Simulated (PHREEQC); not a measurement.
Solution (69 °C): 0.24 mol/kgw HF, 0.00017 mol/kgw NaF and 8.3e-06 mol/kgw H4SiO4. Closed to the air; pH follows from the charge balance.

All values are PHREEQC results (ion-association model, phreeqc.dat), not measurements.

Precipitation was switched off in this run.

Task: Predict the pH, ionic strength.

Result: pH 1.95; ionic strength 0.0126 mol/kgw.

Task: In which forms is F present?

Result: HF 92 %, HF2- 5.2 %, F- 2.7 % of the F.

Away from 25 °C the constants follow the database's enthalpies or fits; those with neither stay at their 25 °C values. SiF6-2 is the database's only silicon fluoride.
